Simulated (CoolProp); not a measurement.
A simple Rankine cycle with trans-2-butene: condensing at 289.15 K, boiler at 0.664 MPa, turbine inlet 337.7 K, turbine efficiency 0.6, pump efficiency 0.7, no recuperator. Each further row changes one setting.

Model: reference Helmholtz-energy equation of state, Lemmon 2005, in CoolProp. It is a short technical equation, of lower accuracy than the large ones.

```csv
case,thermal efficiency (%),net work (kJ/kg),heat in (kJ/kg),turbine exit temperature (K),volume ratio over the turbine
as stated,7.2,32.7,452,306.6,3.85
turbine inlet 357.7 K,7.3,35.7,491,328.0,3.80
condensing temperature 281.15 K,8.4,39.4,470,301.3,5.05
boiler pressure 0.465 MPa,5.5,25.4,461,316.3,2.65
turbine efficiency 0.5,6.0,27.0,452,310.0,3.90
```
